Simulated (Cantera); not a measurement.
Feed: 1 mol Cu2O, 0.35 mol H2, 22 mol N2, held at 327 °C and 7.20 bar.

Equilibrium computed with Cantera from the NASA thermochemical tables; the gas is ideal and each condensed phase is pure. Candidate condensed phases: Cu, CuO, Cu(OH)2, Cu2O, H2O; 27 gas species. Rates play no part.

Base state: N2 0.984, H2O 0.0157 (mole fractions); condensed: Cu(s) + Cu2O(s).

Question: What changes in the equilibrium state with this change: H2 from 0.35 to 0.46 mol?

Answer: 
```
species       before   after
------------  ------  ------
N2             0.984   0.980
H2O           0.0157  0.0205
Cu(s), mol     0.700   0.920
Cu2O(s), mol   0.650   0.540
```
